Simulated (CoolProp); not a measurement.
Vapour pressure (MPa) of R115: the reference equation beside estimates from Tc = 353.1 K, pc = 3.129 MPa, ω = 0.248.

Values from CoolProp's reference Helmholtz-energy equation of state, Lemmon 2016.

```csv
T (K),reference,Lee-Kesler,Redlich-Kwong,Peng-Robinson
270.7,0.4078,0.4104,0.5639,0.4066
273,0.4388,0.4417,0.6006,0.4377
275.2,0.4701,0.4733,0.6372,0.4691
277.4,0.5030,0.5065,0.6754,0.5021
279.6,0.5375,0.5414,0.7151,0.5369
281.8,0.5739,0.5780,0.7564,0.5734
284,0.6120,0.6164,0.7994,0.6118
286.3,0.6538,0.6586,0.8460,0.6540
288.5,0.6957,0.7009,0.8924,0.6963
290.7,0.7396,0.7451,0.9404,0.7407
292.9,0.7855,0.7914,0.9902,0.7871
295.1,0.8335,0.8397,1.042,0.8357
297.4,0.8860,0.8925,1.098,0.8889
```

Absolute difference from the reference over all 13 rows, mean and median: Lee-Kesler 0.7 and 0.7 %, Redlich-Kwong 30.8 and 30.6 %, Peng-Robinson 0.2 and 0.2 %.
